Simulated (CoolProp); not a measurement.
Vapour-liquid equilibrium of n-butane (1) + cyclohexane (2) at 13.65 °C; x and y are mole fractions of (1).

Computed with CoolProp (multi-fluid Helmholtz-energy mixture model, Bücker 2006 and Zhou 2014; pair parameters Bell 2016).

```json
[
 {"x": "0.05", "bubble pressure, mixture model (kPa)": "…", "bubble pressure, Raoult's law (kPa)": "15.65", "y, mixture model": "0.460", "y, Raoult's law": "0.538"},
 {"x": "0.2", "bubble pressure, mixture model (kPa)": "…", "bubble pressure, Raoult's law (kPa)": "39.75", "y, mixture model": "0.827", "y, Raoult's law": "0.847"},
 {"x": "0.35", "bubble pressure, mixture model (kPa)": "…", "bubble pressure, Raoult's law (kPa)": "63.86", "y, mixture model": "…", "y, Raoult's law": "0.922"},
 {"x": "0.5", "bubble pressure, mixture model (kPa)": "87.03", "bubble pressure, Raoult's law (kPa)": "87.96", "y, mixture model": "0.957", "y, Raoult's law": "0.957"},
 {"x": "0.65", "bubble pressure, mixture model (kPa)": "…", "bubble pressure, Raoult's law (kPa)": "112.1", "y, mixture model": "0.976", "y, Raoult's law": "0.976"},
 {"x": "0.8", "bubble pressure, mixture model (kPa)": "136.2", "bubble pressure, Raoult's law (kPa)": "136.2", "y, mixture model": "…", "y, Raoult's law": "0.989"},
 {"x": "0.95", "bubble pressure, mixture model (kPa)": "…", "bubble pressure, Raoult's law (kPa)": "160.3", "y, mixture model": "0.997", "y, Raoult's law": "0.998"}
]
```

Question: Complete the blanks.

Answer: 
- 0.05, bubble pressure, mixture model (kPa): 13.42
- 0.2, bubble pressure, mixture model (kPa): 35.10
- 0.35, bubble pressure, mixture model (kPa): 60.67
- 0.35, y, mixture model: 0.920
- 0.65, bubble pressure, mixture model (kPa): 112.3
- 0.8, y, mixture model: 0.988
- 0.95, bubble pressure, mixture model (kPa): 160.0

The largest gap from Raoult's law is -14.2 % in bubble pressure, at x = 0.05. No azeotrope shows between x = 0.05 and 0.95.

The pair parameters rest on a limited set of measurements; away from them the model extrapolates.
